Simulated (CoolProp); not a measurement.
Properties of CH2F2 (R32) along the isotherm 297 K (Tc = 351.3 K, pc = 5.783 MPa, ω = 0.277).

The numbers come from the reference Helmholtz-energy equation of state, Tillner-Roth 1997 in CoolProp.

| p (MPa) | phase | density (kg/m³) | cv (kJ/(kg K)) | Joule-Thomson coefficient (K/MPa) | isothermal compressibility (1/MPa) | expansivity (1/kK) |
|---|---|---|---|---|---|---|
| 4.82 | liquid | 984.3 | 0.9524 | 0.1039 | ___ | 4.001 |
| 9.64 | liquid | ___ | 0.9502 | 0.01374 | 0.004333 | 3.449 |
| 14.5 | liquid | 1027 | 0.9500 | -0.04932 | 0.003630 | 3.076 |
| 19.3 | liquid | 1044 | 0.9506 | -0.09576 | 0.003143 | ___ |
| 24.1 | liquid | 1059 | 0.9516 | -0.1320 | 0.002779 | 2.598 |
| 28.9 | liquid | 1072 | 0.9528 | -0.1613 | 0.002496 | 2.430 |
| 33.7 | liquid | 1085 | ___ | -0.1855 | 0.002268 | 2.291 |
| 38.6 | liquid | 1096 | 0.9555 | -0.2062 | 0.002077 | 2.172 |
| 43.4 | liquid | 1107 | 0.9570 | -0.2234 | 0.001920 | 2.071 |
| 48.2 | liquid | 1117 | 0.9584 | -0.2384 | 0.001786 | 1.983 |
| 53 | liquid | 1126 | 0.9598 | -0.2514 | 0.001671 | 1.906 |
| 57.8 | liquid | 1135 | ___ | -0.2628 | 0.001570 | 1.837 |

Fill in the missing entries.


- 4.82, isothermal compressibility (1/MPa): 0.005432
- 9.64, density (kg/m³): 1008
- 19.3, expansivity (1/kK): 2.807
- 33.7, cv (kJ/(kg K)): 0.9541
- 57.8, cv (kJ/(kg K)): 0.9613
